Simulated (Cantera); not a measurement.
Feed: 1 mol Si, 0.76 mol HCl, 16 mol H₂, equilibrated at 14.0 bar.

Equilibrium computed with Cantera from the NASA thermochemical tables; the gas is ideal and each condensed phase is pure. Candidate condensed phases: Si; 19 gas species. Gases not in the tables: Si₂H₆ and higher silanes. Equilibrium is a limit: real reactors are often held back by kinetics, nucleation or transport.

### Question
What share of the Si ends up in condensed phases as a function of T (K), at 1223, 1273, 1323, 1373, 1423, 1473, 1523, 1573, 1623, 1673, 1723, 1773?

### Answer
| T (K) | Si condensed (%) | as |
|---|---|---|
| 1223 | 80.5 | Si(s) |
| 1273 | 81.9 | Si(s) |
| 1323 | 83.4 | Si(s) |
| 1373 | 84.9 | Si(s) |
| 1423 | 86.3 | Si(s) |
| 1473 | 87.5 | Si(s) |
| 1523 | 88.5 | Si(s) |
| 1573 | 89.3 | Si(s) |
| 1623 | 89.8 | Si(s) |
| 1673 | 90.2 | Si(s) |
| 1723 | 90.8 | Si(l) |
| 1773 | 91.5 | Si(l) |
